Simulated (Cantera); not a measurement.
# Sublimation and decomposition of ceramics: SiC + Si + N2

Feed: 1 mol SiC, a varied amount of Si, 0.11 mol N2, equilibrated at 2773.15 K and 3500 Pa.

Cantera equilibrium calculation (NASA polynomials, part measured and part estimated; ideal gas, pure solids and liquids). Candidate condensed phases: C, Si, SiC, Si3N4; 20 gas species. The tables' values for SiN are old estimates; treat these amounts as uncertain. Kinetics and transport are ignored.

| n(Si) (mol) | x Si | x N2 | x SiC2 | x Si2C | x Si2 | x SiN | x CN | n C(graphite) | n SiC(s) |
|---|---|---|---|---|---|---|---|---|---|
| 0.0028 | 0.364 | 0.334 | 0.191 | 0.0975 | 0.00595 | 0.00274 | 0.00245 | 0.0899 | 0.752 |
| 0.004 | 0.364 | 0.334 | 0.191 | 0.0975 | 0.00595 | 0.00274 | 0.00245 | 0.0887 | 0.753 |
| 0.0059 | 0.364 | 0.334 | 0.191 | 0.0975 | 0.00595 | 0.00274 | 0.00245 | 0.0868 | 0.755 |
| 0.0086 | 0.364 | 0.334 | 0.191 | 0.0975 | 0.00595 | 0.00274 | 0.00245 | 0.0841 | 0.758 |
| 0.013 | 0.364 | 0.334 | 0.191 | 0.0975 | 0.00595 | 0.00274 | 0.00245 | 0.0797 | 0.762 |
| 0.018 | 0.364 | 0.334 | 0.191 | 0.0975 | 0.00595 | 0.00274 | 0.00245 | 0.0747 | 0.767 |
| 0.027 | 0.364 | 0.334 | 0.191 | 0.0975 | 0.00595 | 0.00274 | 0.00245 | 0.0657 | 0.776 |
| 0.039 | 0.364 | 0.334 | 0.191 | 0.0975 | 0.00595 | 0.00274 | 0.00245 | 0.0537 | 0.788 |
| 0.057 | 0.364 | 0.334 | 0.191 | 0.0975 | 0.00595 | 0.00274 | 0.00245 | 0.0357 | 0.806 |
| 0.084 | 0.364 | 0.334 | 0.191 | 0.0975 | 0.00595 | 0.00274 | 0.00245 | 0.00867 | 0.833 |
| 0.12 | 0.395 | 0.309 | 0.176 | 0.106 | 0.00698 | 0.00285 | 0.00218 | 0 | 0.837 |
| 0.18 | 0.447 | 0.262 | 0.156 | 0.120 | 0.00894 | 0.00297 | 0.00177 | 0 | 0.819 |
| 0.26 | 0.494 | 0.214 | 0.141 | 0.132 | 0.0109 | 0.00298 | 0.00145 | 0 | 0.789 |
x: gas mole fraction; n: condensed amount in mol.

From 0.0028 mol Si to 0.084 mol Si the condensed part is C(graphite) + SiC(s). From 0.12 mol Si to 0.26 mol Si the condensed part is SiC(s). The main Si-bearing gas is Si throughout. The share of Si in condensed phases is highest at 0.084 mol Si (76.9 %) and lowest at 0.26 mol Si (62.6 %).
